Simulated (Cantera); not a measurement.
**Hydrogen reduction and annealing atmospheres: Nb2O5 + H2**

Feed: 1 mol Nb2O5, a varied amount of H2, equilibrated at 345 Torr.

Method: chemical equilibrium by Gibbs-energy minimisation in Cantera with the NASA 1993 tables (ideal gas, pure condensed phases). Candidate condensed phases: H2O, Nb, NbO, NbO2, Nb2O5; 12 gas species. Mutual solubility and eutectic melting of coexisting phases are not modelled. Condensed phases not in the tables: the oxides between NbO2 and Nb2O5. Kinetics and transport are ignored.

Stable condensed phases:

```
T in °C \ n(H2) in mol
         4.2 8.1  12  16  20  24  28
   1550    A   B   B   B   B   B   B
   1500    A   B   B   B   B   B   B
   1450    A   B   B   B   B   B   B
   1400    A   B   B   B   B   B   B
   1350    A   B   B   B   B   B   B
   1300    A   A   B   B   B   B   B
   1250    A   A   B   B   B   B   B
   1200    A   A   A   B   B   B   B
   1150    A   A   A   B   B   B   B
   1100    A   A   A   A   B   B   B
   1050    A   A   A   A   A   A   B
   1000    A   A   A   A   A   A   A
```

A: NbO2 + Nb2O5; B: NbO2.
